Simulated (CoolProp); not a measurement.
A simple Rankine cycle with vinyl chloride: condensing at 313.15 K, boiler at 3.63 MPa, turbine inlet 413.4 K, turbine efficiency 0.85, pump efficiency 0.7, no recuperator. Each further row changes one setting.

Computed with CoolProp (reference Helmholtz-energy equation of state, Thol 2022).

```csv
case,thermal efficiency (%),net work (kJ/kg),heat in (kJ/kg),turbine exit temperature (K),volume ratio over the turbine
as stated,14.6,52.2,357,313.2,5.86
condensing temperature 305.15 K,15.9,58.8,370,305.2,7.20
boiler pressure 2.54 MPa,12.8,48.8,382,337.8,3.92
turbine efficiency 0.75,12.7,45.5,357,316.8,6.02
```

The expansion ends wet for: as stated; condensing temperature 305.15 K.
